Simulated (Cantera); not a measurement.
Feed: 1 mol SO2, 7.2 mol H2O, 12 mol N2, held at 2225 K and 133 Pa.

Method: chemical equilibrium by Gibbs-energy minimisation in Cantera with the NASA 1993 tables (ideal gas, pure condensed phases). Candidate condensed phases: H2O, H2SO4, S; 35 gas species. The numbers say what is thermodynamically allowed, not how fast it happens.

Base state: N2 0.547, H2O 0.241, H2 0.0548, H 0.0415, SO2 0.0392, OH 0.0264, O2 0.0257, O 0.0139 (mole fractions); condensed: gas only.

**Question.** What changes in the equilibrium state with this change: SO2 replaced by CO2?

**Answer.** 
| species | before | after |
|---|---|---|
| N2 | 0.547 | 0.543 |
| H2O | 0.241 | 0.243 |
| H2 | 0.0548 | 0.0506 |
| SO2 | 0.0392 | 0 |
| CO | 0 | 0.0240 |
| CO2 | 0 | 0.0215 |
| O2 | 0.0257 | 0.0306 |
| O | 0.0139 | 0.0152 |
| OH | 0.0264 | 0.0277 |
| H | 0.0415 | 0.0399 |
| SO | 0.00622 | 0 |
| S | 0.000286 | 0 |
| SH | 2.28e-5 | 0 |
Further candidate phases: C, C6H6, C7H8, C8H18.
